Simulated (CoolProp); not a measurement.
Vapour-liquid equilibrium of n-butane (1) + n-decane (2) at 0.128 MPa; x and y are mole fractions of (1).

Computed with CoolProp (multi-fluid Helmholtz-energy mixture model, Bücker 2006 and Lemmon 2006; pair parameters Kunz 2012).

```json
[
 {"x": "0.05", "bubble temperature (°C)": "128.3", "y at the bubble point": "?", "dew temperature at overall composition x (°C)": "181.3", "liquid density (mol/L)": "4.641"},
 {"x": "0.15", "bubble temperature (°C)": "71.3", "y at the bubble point": "0.980", "dew temperature at overall composition x (°C)": "176.7", "liquid density (mol/L)": "5.251"},
 {"x": "0.25", "bubble temperature (°C)": "48.9", "y at the bubble point": "0.994", "dew temperature at overall composition x (°C)": "171.7", "liquid density (mol/L)": "5.695"},
 {"x": "0.35", "bubble temperature (°C)": "36.5", "y at the bubble point": "0.998", "dew temperature at overall composition x (°C)": "166.2", "liquid density (mol/L)": "6.117"},
 {"x": "0.45", "bubble temperature (°C)": "28.4", "y at the bubble point": "0.999", "dew temperature at overall composition x (°C)": "?", "liquid density (mol/L)": "6.554"},
 {"x": "0.55", "bubble temperature (°C)": "22.4", "y at the bubble point": "0.999", "dew temperature at overall composition x (°C)": "152.8", "liquid density (mol/L)": "7.028"},
 {"x": "0.65", "bubble temperature (°C)": "?", "y at the bubble point": "1.000", "dew temperature at overall composition x (°C)": "144.3", "liquid density (mol/L)": "7.556"},
 {"x": "0.75", "bubble temperature (°C)": "?", "y at the bubble point": "1.000", "dew temperature at overall composition x (°C)": "133.6", "liquid density (mol/L)": "?"},
 {"x": "0.85", "bubble temperature (°C)": "?", "y at the bubble point": "1.000", "dew temperature at overall composition x (°C)": "118.6", "liquid density (mol/L)": "8.869"},
 {"x": "0.95", "bubble temperature (°C)": "?", "y at the bubble point": "1.000", "dew temperature at overall composition x (°C)": "?", "liquid density (mol/L)": "9.725"}
]
```

Problem. Some entries are withheld; supply them.

Solution. 
- 0.05, y at the bubble point: 0.790
- 0.45, dew temperature at overall composition x (°C): 160.0
- 0.65, bubble temperature (°C): 17.7
- 0.75, bubble temperature (°C): 13.9
- 0.75, liquid density (mol/L): 8.160
- 0.85, bubble temperature (°C): 10.4
- 0.95, bubble temperature (°C): 7.3
- 0.95, dew temperature at overall composition x (°C): 90.7

No azeotrope shows between x = 0.05 and 0.95.

The pair parameters rest on a limited set of measurements; away from them the model extrapolates. The gap from Raoult's law changes sign with composition, which may be real or a fault of the pair parameters; it wasn't checked against measurements.
